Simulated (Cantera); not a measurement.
An isothermal, constant-pressure homogeneous reactor starts with N₂O : H₂O = 1 : 0.0083 (molar parts), at 1200 K and 0.132 atm.

Model: GRI-Mech 3.0 (53 species, 325 reactions), integrated in Cantera. GRI-Mech 3.0 was tuned for natural gas; its chemistry of N2O as a main component is partial and can be far from experiment. The mechanism lacks the step 2 NO + O2 → 2 NO2, which can matter for NO2 below about 1400 K. The temperature is held fixed by assumption; the heat of reaction is taken as removed at once.

**Question.** Predict: x(N₂O) at 70.0 s; x(H₂O) at 70.0 s; x(NO) at 70.0 s; x(N₂) at 70.0 s; x(HO₂) at 70.0 s; x(O) at 70.0 s.

**Answer.** 
| Property | Result |
|---|---|
| x(N₂O) at 70.0 s | 0.00665 (gas-phase equilibrium 5.32e-9) |
| x(H₂O) at 70.0 s | 0.00552 (gas-phase equilibrium 0.00550) |
| x(NO) at 70.0 s | 0.0576 (gas-phase equilibrium 0.000227) |
| x(N₂) at 70.0 s | 0.630 (gas-phase equilibrium 0.663) |
| x(HO₂) at 70.0 s | 2.32e-9 (gas-phase equilibrium 2.68e-9) |
| x(O) at 70.0 s | 2.45e-7 (gas-phase equilibrium 3.98e-8) |
